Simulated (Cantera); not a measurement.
## Pyrogenic steam for wet oxidation

An isothermal, constant-pressure homogeneous reactor starts with 27.2 % H2, 38.9 % O2, 33.9 % N2, at 925 K and 0.810 bar.

Model: the H2/O2 subset of GRI-Mech 3.0, which has no nitrogen chemistry, integrated in Cantera. Below about 950 K walls govern HO2 and H2O2 in real vessels. The temperature is held fixed by assumption; the heat of reaction is taken as removed at once.

| t (s) | x H2 | x O2 | x H2O | x HO2 | x O | x H |
|---|---|---|---|---|---|---|
| 4.00e-5 | 0.272 | 0.389 | 5.08e-10 | 9.10e-10 | 2.97e-11 | 1.11e-10 |
| 0.000123 | 0.272 | 0.389 | 3.18e-9 | 4.62e-9 | 4.99e-11 | 1.80e-10 |
| 0.000380 | 0.272 | 0.389 | 1.40e-8 | 1.89e-8 | 6.03e-11 | 2.17e-10 |
| 0.00117 | 0.272 | 0.389 | 5.74e-8 | 7.28e-8 | 8.69e-11 | 3.12e-10 |
| 0.00360 | 0.272 | 0.389 | 3.41e-7 | 3.86e-7 | 2.47e-10 | 8.87e-10 |
| 0.0111 | 0.272 | 0.389 | 9.19e-6 | 7.40e-6 | 4.43e-9 | 1.60e-8 |
| 0.0342 | 0.251 | 0.381 | 0.0236 | 6.98e-5 | 1.21e-7 | 4.27e-7 |
| 0.105 | 0.231 | 0.374 | 0.0458 | 9.61e-5 | 1.96e-7 | 6.84e-7 |
| 0.325 | 0.171 | 0.352 | 0.116 | 8.97e-5 | 1.35e-7 | 3.87e-7 |
| 1.00 | 0.0607 | 0.314 | 0.244 | 6.48e-5 | 1.02e-7 | 1.33e-7 |
x: mole fraction; the columns are a selection and need not sum to one.

Equilibrium at this temperature and pressure: H2 5.09e-12, O2 0.293, H2O 0.315, HO2 5.50e-10, O 8.11e-12, H <1e-12 (gas phase only).
